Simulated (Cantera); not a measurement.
Cantera run:

```python
import numpy as np
import cantera as ct

gas_names = """
    F F2 H HF H2 H2F2 H3F3 H4F4 H5F5 H6F6 H7F7
""".split()
cond_names = """

""".split()


def load(file, names, dense=False):
    # The tables refer to 1 bar. Condensed volumes are neglected.
    table = {s.name: s for s in ct.Species.list_from_file(file)}
    out = []
    for n in names:
        d = dict(table[n].input_data)
        d["thermo"] = dict(d["thermo"], **{"reference-pressure": 1e5})
        if dense:
            d["equation-of-state"] = {"model": "constant-volume", "density": "1e6 g/cm^3"}
        out.append(ct.Species.from_dict(d))
    return out


gas = ct.Solution(thermo="ideal-gas", species=load("nasa_gas.yaml", gas_names))
cond = {s.name: ct.Solution(thermo="fixed-stoichiometry", species=[s], name=s.name)
        for s in load("nasa_condensed.yaml", cond_names, dense=True)}
atoms = {
    'HF': {'H': 1, 'F': 1},
    'H2': {'H': 2},
}
top_T = {}  # K; cautious upper limits of use, not melting points


def equilibrate(T, P, feed):
    n = {}
    for name, mol in feed.items():
        for a, k in atoms[name].items():
            n[a] = n.get(a, 0.0) + k * mol
    gas.TPX = T, P, n
    mass = sum(n.values()) * gas.mean_molecular_weight
    gas.equilibrate("TP")
    valid = [c for c in cond.values() if c.min_temp <= T <= top_T.get(c.name, c.max_temp)]
    mix = ct.Mixture([(gas, mass / gas.mean_molecular_weight)] + [(c, 0.0) for c in valid])
    mix.T, mix.P = T, P
    mix.equilibrate("TP", solver="vcs", rtol=1e-11, max_steps=5000)
    return mix


results = []
feed = {'HF': 1, 'H2': 0.098}  # mol
P = 510000  # Pa
for T in [1100, 1300, 1500, 1700, 1900, 2100, 2300, 2500, 2700, 2900, 3100]:
    mix = equilibrate(T, P, feed)
    results.append((T, P, feed, dict(zip(mix.species_names, mix.species_moles))))

top = {s: max(r[3][s] / sum(r[3][g] for g in gas_names) for r in results) for s in gas_names}
cols = sorted((s for s in top if top[s] > 1e-05), key=lambda s: -top[s])[:8]
seen = [c for c in cond_names if any(r[3].get(c, 0) > 1e-12 for r in results)]
print("log10 of partial pressures in bar; condensed amounts in mol")
print(f"{'T/K':>10s}" + "".join(f"{s[:9]:>10s}" for s in cols + seen))
for T, P, feed, n in results:
    ng = sum(n[g] for g in gas_names)
    print(f"{T:10.4g}" + "".join(f"{np.log10(max(n[s] / ng * P / 1e5, 1e-99)):10.3f}" for s in cols)
          + "".join(f"{n.get(c, 0):10.4g}" for c in seen))
```

Result:

```
log10 of partial pressures in bar; condensed amounts in mol
       T/K        HF        H2         H         F      H2F2
      1100     0.667    -0.342    -7.758   -13.018    -3.208
      1300     0.667    -0.342    -6.127   -10.402    -3.413
      1500     0.667    -0.342    -4.925    -8.478    -3.558
      1700     0.667    -0.342    -4.003    -7.002    -3.663
      1900     0.667    -0.342    -3.271    -5.834    -3.742
      2100     0.667    -0.343    -2.678    -4.886    -3.803
      2300     0.667    -0.345    -2.187    -4.101    -3.850
      2500     0.666    -0.350    -1.775    -3.438    -3.888
      2700     0.665    -0.361    -1.426    -2.870    -3.919
      2900     0.663    -0.380    -1.130    -2.376    -3.946
      3100     0.660    -0.411    -0.878    -1.939    -3.972
```

Equilibrium computed with Cantera from the NASA thermochemical tables; the gas is ideal and each condensed phase is pure.
